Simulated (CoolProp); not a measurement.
Saturation properties of decamethyltetrasiloxane (MD2M) (Tc = 326.2 °C, pc = 1144 kPa, ω = 0.635).

Computed with CoolProp (reference Helmholtz-energy equation of state, Thol 2017).

```csv
T (°C),p (kPa),liquid density (kg/m³),vapour density (kg/m³),enthalpy of vaporisation (kJ/kg),liquid cp (kJ/(kg K))
122.75,11.62,749.4,1.112,155.3,1.956
125.55,12.90,746.4,1.227,154.4,1.962
128.35,14.29,743.4,1.352,153.4,1.968
131.15,15.80,740.4,1.486,152.5,1.975
133.85,17.37,737.5,1.626,151.5,1.981
136.65,19.14,734.4,1.782,150.6,1.987
139.45,21.05,731.4,1.949,149.6,1.993
142.25,23.11,728.3,2.130,148.6,1.999
145.05,25.33,725.2,2.323,147.7,2.005
147.85,27.72,722.1,2.530,146.7,2.012
150.65,30.29,719.0,2.751,145.7,2.018
153.45,33.04,715.8,2.988,144.8,2.024
```

It boils at 194.4 °C under 1 atm.
